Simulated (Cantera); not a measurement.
An isothermal, constant-pressure homogeneous reactor starts with 28.6 % C₂H₄, 71.4 % H₂, at 1725 K and 1.01 bar.

Computed with Cantera and GRI-Mech 3.0 (53 species, 325 reactions). GRI-Mech 3.0 was tuned for natural gas; its chemistry of ethylene as a main component is partial and can be far from experiment. GRI-Mech 3.0 stops at C3 and has no aromatics, soot or wall deposition, so with more carbon than oxygen in the feed, carbon stays in small species such as C2H2 where larger ones or solid carbon would form.

One state of this run: x C₂H₄ = 0.221; x H₂ = 0.728; x H = 8.57e-5; x CH₂ = 3.06e-8; x C₂H₂ = 0.0498; x CH₄ = 0.000515; x C₂H = 3.68e-8. x: mole fraction; the columns are a selection and need not sum to one.

### Question
Which value of t (s) does it belong to?
A. 0.00152
B. 200
C. 0.000214
D. 28.1

### Answer
C, 0.000214
